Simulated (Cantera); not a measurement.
Charge: 1 mol PbO, 0.67 mol CH4, 0.11 mol N2, at 2023.15 K and 0.0160 bar.

Cantera equilibrium calculation (NASA polynomials, part measured and part estimated; ideal gas, pure solids and liquids). Candidate condensed phases: C, C6H6, C7H8, C8H18, H2O, Pb, PbO, PbO2, Pb3O4; 139 gas species. The numbers say what is thermodynamically allowed, not how fast it happens.

Problem. What is the equilibrium state?

Solution. 
| Quantity | Result |
|---|---|
| x(H2) | 0.331 |
| x(Pb) | 0.319 |
| x(CO) | 0.202 |
| x(H2O) | 0.0925 |
| x(N2) | 0.0351 |
| x(CO2) | 0.0121 |
| x(H) | 0.00864 |
| x(PbO) | 0.000441 |
| x(OH) | 0.000252 |
| gas amount | 3.134 mol |
| log10 activity of Pb(l) (absent) | -2.30 |
| log10 activity of C(graphite) (absent) | -5.91 |
